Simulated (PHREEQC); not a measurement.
Make-up at 25 °C: 0.0012 mol CaSO4, 0.78 mol Na2SO4 and 5.6e-05 mol H4SiO4 per kg of water. Closed to the air; pH follows from the charge balance.

Computed with PHREEQC (ion-association model, wateq4f.dat).

Each row changes one thing in this solution. This is a speciation only: nothing precipitates in the calculation.

```csv
case,pH,ionic strength (mol/kgw),SO4-2 (mol/kgw),CaSO4 (mol/kgw),Ca+2 (mol/kgw),HSO4- (mol/kgw),SI of Quartz (SiO2),SI of Gypsum (CaSO4:2H2O)
as made,7.20,1.61,0.413,0.000785,0.000414,5.28e-7,-0.08,-0.69
H4SiO4 from 5.6e-05 to 1.12e-05 mol/kgw,7.33,1.61,0.413,0.000785,0.000414,3.98e-7,-0.78,-0.69
0.013 mol/kgw NH4HSO4 added,2.87,1.61,0.410,0.000777,0.000414,0.0112,-0.08,-0.70
CaSO4 from 0.0012 to 0.0006 mol/kgw,7.20,1.60,0.412,0.000393,0.000207,5.28e-7,-0.08,-0.99
diluted 100-fold with water,7.07,0.0228,0.00749,3.89e-6,8.11e-6,4.07e-8,-2.27,-3.13
diluted 10-fold with water,7.19,0.208,0.0647,6.37e-5,5.63e-5,1.60e-7,-1.25,-1.90
CaSO4 from 0.0012 to 0.00132 mol/kgw,7.20,1.61,0.413,0.000864,0.000456,5.28e-7,-0.08,-0.65
Na2SO4 replaced by NH4HSO4 at the same molality,0.70,0.994,0.107,0.000273,0.000422,0.512,-0.15,-1.21
CaSO4 from 0.0012 to 0.0018 mol/kgw,7.20,1.61,0.413,0.00118,0.000622,5.28e-7,-0.08,-0.52
```

The ionic strength passes 0.7 mol/kgw, the rough limit of the ion-association models, in as made; H4SiO4 from 5.6e-05 to 1.12e-05 mol/kgw; 0.013 mol/kgw NH4HSO4 added; CaSO4 from 0.0012 to 0.0006 mol/kgw; CaSO4 from 0.0012 to 0.00132 mol/kgw; Na2SO4 replaced by NH4HSO4 at the same molality; CaSO4 from 0.0012 to 0.0018 mol/kgw.
